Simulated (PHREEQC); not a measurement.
1 kg of water holding 77 mmol/kgw Na2SO4, 25 mmol/kgw MgSO4, 96 mmol/kgw K2SO4 and 31 mmol/kgw NaCl is evaporated at 90 °C; the solids stay in contact with the brine. No CO2 enters from the air. Solids allowed: Arcanite, Bischofite, Bloedite, Brucite, Carnallite, Epsomite, Glaserite, Halite, Hexahydrite, Kainite, Kieserite, Leonite, Mirabilite, Misenite, Schoenite, Sylvite, Thenardite, MgCl2_4H2O. Others were left out.

Model: Pitzer model, pitzer.dat, run in PHREEQC.

```csv
water left (kg),ionic strength,water activity,Glaserite (mol),Cl in solution (mol/kgw)
1,0.650,0.992,0,0.0310
0.6755,0.962,0.988,0,0.0459
0.4563,1.42,0.983,0,0.0679
0.3082,2.11,0.976,0,0.101
0.2082,3.12,0.965,0,0.149
0.1407,4.62,0.949,0,0.220
0.09502,6.84,0.926,0,0.326
0.06418,9.35,0.901,0.00833,0.483
0.04335,11.4,0.882,0.0259,0.715
0.0293,15.4,0.859,0.0332,1.06
```

Glaserite from water left = 0.06418 kg.

Constants without temperature data keep their 25 °C values here.
